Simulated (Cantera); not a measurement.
Input: 1 mol Si3N4, 2.1 mol CO2, 30 mol N2, equilibrated at 1.00 Torr.

These are equilibrium values from Cantera (NASA tables, ideal gas, pure condensed phases), not measurements of a reactor. Candidate condensed phases: C, Si, SiC, SiO2, Si2N2O, Si3N4; 34 gas species. Mutual solubility and eutectic melting of coexisting phases are not modelled. The tables hold silica as quartz up to 1696 K and as liquid above; real silica turns to tridymite and cristobalite and melts near 1996 K. Equilibrium is a limit: real reactors are often held back by kinetics, nucleation or transport.

Problem. Which condensed phases are stable at each of these points (T (K)): 1123, 1223, 1323, 1423, 1523, 1623, 1723, 1823, 1923, 2023?

Solution. 
| T (K) | condensed phases | Si condensed (%) |
|---|---|---|
| 1123 | SiO2(β-quartz) + Si2N2O(s) | 100.0 |
| 1223 | SiO2(β-quartz) + Si2N2O(s) | 100.0 |
| 1323 | SiO2(β-quartz) + Si2N2O(s) | 99.9 |
| 1423 | SiO2(β-quartz) + Si2N2O(s) | 98.1 |
| 1523 | SiO2(β-quartz) + Si2N2O(s) | 67.4 |
| 1623 | Si2N2O(s) | 60.0 |
| 1723 | SiC(s) | 14.9 |
| 1823 | SiC(s) | 14.1 |
| 1923 | SiC(s) | 10.4 |
| 2023 | gas only | 0.0 |

From 1123 K to 1523 K the condensed part is SiO2(β-quartz) + Si2N2O(s). At 1623 K the condensed part is Si2N2O(s). From 1723 K to 1923 K the condensed part is SiC(s). At 2023 K nothing is condensed.
